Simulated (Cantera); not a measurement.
## Fe₃O₄ + H₂ (hydrogen reduction and annealing atmospheres)

A closed system holds: 1 mol Fe₃O₄, 12 mol H₂, equilibrated at 1 atm.

Equilibrium computed with Cantera from the NASA thermochemical tables; the gas is ideal and each condensed phase is pure. Candidate condensed phases: Fe, FeO, Fe(OH)₂, Fe(OH)₃, Fe₂O₃, Fe₃O₄, H₂O; 12 gas species. Each liquid is taken as pure. Mutual solubility and eutectic melting of coexisting phases are not modelled. The tables' stoichiometric FeO is somewhat more stable than real wüstite, so its field is too wide. FeO: taken at fixed stoichiometry. Rates play no part.

```csv
T (°C),log p H₂,log p H₂O,log p H,log p Fe,log p OH,n Fe(α),n FeO(s),n Fe(γ),n Fe(δ),n FeO(l),n Fe(l)
650,-0.05,-0.89,-9.64,<-11,<-11,0.518,2.48,0,0,0,0
750,-0.07,-0.79,-8.42,<-11,-11.72,0.904,2.10,0,0,0,0
850,-0.09,-0.71,-7.41,-11.51,-10.33,1.31,1.69,0,0,0,0
950,-0.10,-0.64,-6.57,-9.98,-9.16,0,1.31,1.69,0,0,0
1050,-0.12,-0.59,-5.86,-8.68,-8.17,0,0.962,2.04,0,0,0
1150,-0.14,-0.55,-5.25,-7.57,-7.32,0,0.661,2.34,0,0,0
1250,-0.15,-0.52,-4.71,-6.61,-6.59,0,0.403,2.60,0,0,0
1350,-0.16,-0.49,-4.24,-5.78,-5.95,0,0.183,2.82,0,0,0
1450,-0.16,-0.49,-3.82,-5.04,-5.41,0,0,0,2.81,0.186,0
1550,-0.16,-0.50,-3.44,-4.39,-4.94,0,0,0,0,0.244,2.75
1650,-0.16,-0.49,-3.11,-3.83,-4.50,0,0,0,0,0.197,2.80
1750,-0.16,-0.49,-2.80,-3.33,-4.11,0,0,0,0,0.157,2.84
1850,-0.17,-0.49,-2.53,-2.88,-3.76,0,0,0,0,0.125,2.86
1950,-0.17,-0.49,-2.28,-2.47,-3.44,0,0,0,0,0.0987,2.86
```
log p: log10 of the partial pressure in bar; n: condensed amount in mol.

From 650 °C to 850 °C the condensed part is Fe(α) + FeO(s). From 950 °C to 1350 °C the condensed part is Fe(γ) + FeO(s). At 1450 °C the condensed part is Fe(δ) + FeO(l). From 1550 °C to 1950 °C the condensed part is Fe(l) + FeO(l).
